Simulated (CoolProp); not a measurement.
Values from CoolProp's reference Helmholtz-energy equation of state, Lemmon 2006. It is a short technical equation, of lower accuracy than the large ones.

Question: Give the vapour pressure (MPa), liquid density (kg/m³), vapour density (kg/m³), enthalpy of vaporisation (kJ/kg) of saturated nitrous oxide at 263.7, 282 K.

Answer: 
```
T (K)  p (MPa)  liquid density (kg/m³)  vapour density (kg/m³)  enthalpy of vaporisation (kJ/kg)
-----  -------  ----------------------  ----------------------  --------------------------------
263.7     2.43                     952                    64.3                               255
282       3.89                     859                     111                               208
```
